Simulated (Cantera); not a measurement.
Cantera run, input and output.

```python
import numpy as np
import cantera as ct

gas = ct.Solution("SiF4_NH3_mec.yaml", "gas")
gas.TPX = 1575, 58000, {'NH3': 1, 'N2': 0.063}
inlet = ct.Reservoir(gas, clone=True)

reactor = ct.IdealGasConstPressureReactor(gas, energy="off", clone=False)
exhaust = ct.Reservoir(gas, clone=True)
tau = [2.7, 0.96, 0.34, 0.12, 0.041, 0.014, 0.005, 0.0018][0]
for a, b in ((inlet, reactor), (reactor, exhaust)):
    ct.MassFlowController(a, b, mdot=lambda t: reactor.mass / tau)
net = ct.ReactorNet([reactor])
show = ['NH3', 'N2H4', 'NH2', 'H2', 'H', 'N2H2']

rows = []
print(f"{'tau/s':>10s}{'T/K':>9s}" + "".join(f"{s:>11s}" for s in show))
for tau in [2.7, 0.96, 0.34, 0.12, 0.041, 0.014, 0.005, 0.0018]:
    net.initial_time = 0.0
    net.advance(30 * tau)
    before = gas.X
    net.advance(40 * tau)
    drift = np.max(np.abs(gas.X - before) / (gas.X + 1e-9))
    rows.append([gas.T, *gas[show].X, drift])
    print(f"{tau:10.3e}{gas.T:9.1f}" + "".join(f"{x:11.3e}" for x in gas[show].X))
```

Output:

```
     tau/s      T/K        NH3       N2H4        NH2         H2          H       N2H2
 2.700e+00   1575.0  7.666e-01  1.235e-07  7.398e-05  1.345e-01  5.560e-06  4.743e-07
 9.600e-01   1575.0  8.674e-01  1.501e-07  8.153e-05  5.663e-02  2.286e-06  6.128e-07
 3.400e-01   1575.0  9.130e-01  1.644e-07  8.535e-05  2.140e-02  8.656e-07  6.812e-07
 1.200e-01   1575.0  9.307e-01  1.701e-07  8.680e-05  7.667e-03  3.161e-07  7.012e-07
 4.100e-02   1575.0  9.373e-01  1.673e-07  8.609e-05  2.570e-03  1.112e-07  6.857e-07
 1.400e-02   1575.0  9.396e-01  1.511e-07  8.183e-05  8.126e-04  3.983e-08  6.169e-07
 5.000e-03   1575.0  9.404e-01  1.114e-07  7.024e-05  2.347e-04  1.549e-08  4.516e-07
 1.800e-03   1575.0  9.406e-01  4.747e-08  4.587e-05  5.236e-05  6.512e-09  1.886e-07
```

Detailed kinetics in Cantera: the gas-phase N/H chemistry of the illustrative SiF4/NH3 mechanism in the Surface Chemkin manual (1991). Walls and surfaces, which speed up NH3 decomposition in real reactors, are not modelled.
